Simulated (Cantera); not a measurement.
An adiabatic, constant-pressure homogeneous reactor starts with 3.42 % CH4, 14.6 % O2, 65.3 % N2, 16.7 % H2O, equivalence ratio 0.47, at 1323 K and 12.0 bar.

Cantera simulation using GRI-Mech 3.0 (53 species, 325 reactions); the numbers are that mechanism's predictions, not measurements. The pressure lies above the range GRI-Mech 3.0 was tuned for (to about 10 atm).

Task: Predict: time of steepest temperature rise; temperature at 9.00 s; equilibrium temperature; x(O2) at 9.00 s; x(H2O) at 9.00 s; x(CO2) at 9.00 s.

Result: 
| Quantity | Result |
|---|---|
| time of steepest temperature rise | 0.993 ms |
| temperature at 9.00 s | 2004 K |
| equilibrium temperature | 2004 K |
| x(O2) at 9.00 s | 0.0748 (gas-phase equilibrium 0.0748) |
| x(H2O) at 9.00 s | 0.235 (gas-phase equilibrium 0.235) |
| x(CO2) at 9.00 s | 0.0341 (gas-phase equilibrium 0.0341) |
